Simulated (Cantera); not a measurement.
An isothermal, constant-pressure homogeneous reactor starts with 3.10 % CH4, 96.9 % H2, 0.0252 % N2, at 1700 K and 0.0132 atm.

Detailed kinetics in Cantera: GRI-Mech 3.0 (53 species, 325 reactions). GRI-Mech 3.0 stops at C3 and has no aromatics, soot or wall deposition, so with more carbon than oxygen in the feed, carbon stays in small species such as C2H2 where larger ones or solid carbon would form. Radical loss at walls, strong at low pressure, is not modelled.

x: mole fraction; the columns are a selection and need not sum to one.

| t (s) | x CH4 | x H2 | x C2H | x C2H6 | x CH3 |
|---|---|---|---|---|---|
| 9.00e-5 | 0.0310 | 0.969 | <1e-12 | <1e-12 | … |
| 0.000217 | 0.0310 | 0.969 | <1e-12 | 3.12e-12 | … |
| 0.000522 | 0.0310 | 0.969 | <1e-12 | 4.03e-11 | … |
| 0.00126 | 0.0310 | 0.969 | <1e-12 | 4.71e-10 | … |
| 0.00303 | 0.0310 | 0.969 | <1e-12 | 4.56e-9 | … |
| 0.00731 | 0.0309 | 0.969 | <1e-12 | 3.40e-8 | … |
| 0.0176 | 0.0309 | 0.969 | <1e-12 | 1.96e-7 | … |
| 0.0424 | 0.0306 | 0.968 | 7.26e-11 | 8.51e-7 | … |
| 0.102 | 0.0293 | 0.969 | 2.27e-9 | 2.06e-6 | 0.000500 |
| 0.246 | 0.0253 | 0.970 | 1.39e-8 | 2.00e-6 | 0.000524 |
| 0.593 | 0.0184 | 0.974 | 3.51e-8 | 1.13e-6 | … |
| 1.43 | 0.0107 | 0.978 | 6.19e-8 | 4.11e-7 | … |
| 3.45 | 0.00500 | 0.981 | 8.51e-8 | 9.74e-8 | … |
| 8.30 | 0.00208 | 0.982 | 9.88e-8 | 1.78e-8 | … |
| 20.0 | 0.000853 | 0.983 | 1.05e-7 | 3.15e-9 | … |

Complete the blanks.


- 9.00e-5, x CH3: 6.65e-7
- 0.000217, x CH3: 1.53e-6
- 0.000522, x CH3: 3.62e-6
- 0.00126, x CH3: 8.64e-6
- 0.00303, x CH3: 2.07e-5
- 0.00731, x CH3: 4.97e-5
- 0.0176, x CH3: 0.000119
- 0.0424, x CH3: 0.000274
- 0.593, x CH3: 0.000400
- 1.43, x CH3: 0.000247
- 3.45, x CH3: 0.000123
- 8.30, x CH3: 5.34e-5
- 20.0, x CH3: 2.23e-5
